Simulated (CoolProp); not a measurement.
Octamethylcyclotetrasiloxane (D4) along the isobar 15.1 bar: Z from the reference equation and from simpler models built on Tc = 586.5 K, pc = 13.47 bar, ω = 0.598; each cubic takes its own stable root.

Computed with CoolProp (reference Helmholtz-energy equation of state, Thol 2015).

```tsv
T (K)	phase	reference	Soave-Redlich-Kwong	Peng-Robinson
369.9	liquid	0.1672	0.1847	0.1641
376.8	liquid	0.1657	0.1827	0.1623
383.6	liquid	0.1643	0.1809	0.1606
390.4	liquid	…	0.1792	…
397.3	liquid	0.1618	…	…
404.1	liquid	0.1607	…	0.1563
410.9	liquid	0.1596	0.1749	0.1551
417.8	liquid	0.1586	0.1737	0.1540
424.6	liquid	0.1577	0.1727	0.1530
431.4	liquid	0.1570	0.1717	…
```

**Question.** What belongs in the gaps?

**Answer.** 
- 390.4, reference: 0.1630
- 390.4, Peng-Robinson: 0.1591
- 397.3, Soave-Redlich-Kwong: 0.1776
- 397.3, Peng-Robinson: 0.1576
- 404.1, Soave-Redlich-Kwong: 0.1762
- 431.4, Peng-Robinson: 0.1522
